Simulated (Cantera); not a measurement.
A perfectly stirred reactor is fed with CH4 : H2O = 1 : 2.3 (molar parts), at 0.350 bar; it is held at 1775 K, and followed from long to short residence time.

Model: GRI-Mech 3.0 (53 species, 325 reactions), integrated in Cantera.

Problem. What does this change do: pressure from 0.350 bar to 0.133 bar?

Solution. 
| quantity | before | after |
|---|---|---|
| x(CH4) at τ = 4.70 s | 0.00817 | 0.00881 |
| x(H2O) at τ = 4.70 s | 0.252 | 0.259 |
| x(H) at τ = 4.70 s | 0.000363 | 0.000572 |
| x(CO) at τ = 4.70 s | 0.156 | 0.152 |
| x(CH2CO) at τ = 4.70 s | 3.45e-6 | 5.71e-6 |
| x(CH4) at τ = 0.140 s | 0.0401 | 0.0435 |
| x(H2O) at τ = 0.140 s | 0.420 | 0.449 |
| x(H) at τ = 0.140 s | 0.000297 | 0.000434 |
| x(CO) at τ = 0.140 s | 0.0631 | 0.0498 |
| x(CH2CO) at τ = 0.140 s | 5.88e-5 | 8.46e-5 |

Problem. What does this change do: H2O 2.3 to 17 parts?

Solution. 
| quantity | before | after |
|---|---|---|
| x(CH4) at τ = 4.70 s | 0.00817 | 0.000739 |
| x(H2O) at τ = 4.70 s | 0.252 | 0.775 |
| x(H) at τ = 4.70 s | 0.000363 | 0.000191 |
| x(CO) at τ = 4.70 s | 0.156 | 0.0225 |
| x(CH2CO) at τ = 4.70 s | 3.45e-6 | 8.97e-8 |
| x(CH4) at τ = 0.140 s | 0.0401 | 0.00896 |
| x(H2O) at τ = 0.140 s | 0.420 | 0.815 |
| x(H) at τ = 0.140 s | 0.000297 | 0.000168 |
| x(CO) at τ = 0.140 s | 0.0631 | 0.0152 |
| x(CH2CO) at τ = 0.140 s | 5.88e-5 | 1.23e-5 |
